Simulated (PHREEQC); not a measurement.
Consider water at 55 °C with 0.029 mol KOH, 0.00059 mol CO2 and 0.00095 mol Na2CO3 per kg of water. Closed to the air; pH follows from the charge balance.

Computed with PHREEQC (ion-association model, phreeqc.dat).

The pH is 11.50 and the ionic strength is 0.0322 mol/kgw. The specific conductance is 12400 µS/cm and the total alkalinity is 30.9 meq/kg.

```json
[
 {"species": "K+", "molality": "0.0290", "activity": "0.0241", "log γ": "-0.080"},
 {"species": "OH-", "molality": "0.0279", "activity": "0.0232", "log γ": "-0.080"},
 {"species": "Na+", "molality": "0.00180", "activity": "0.00152", "log γ": "-0.075"},
 {"species": "CO3-2", "molality": "0.00141", "activity": "0.000716", "log γ": "-0.293"},
 {"species": "NaCO3-", "molality": "9.55e-5", "activity": "8.00e-5", "log γ": "-0.077"},
 {"species": "HCO3-", "molality": "3.84e-5", "activity": "3.25e-5", "log γ": "-0.073"}
]
```

No solid was allowed to form. Constants without temperature data keep their 25 °C values here.
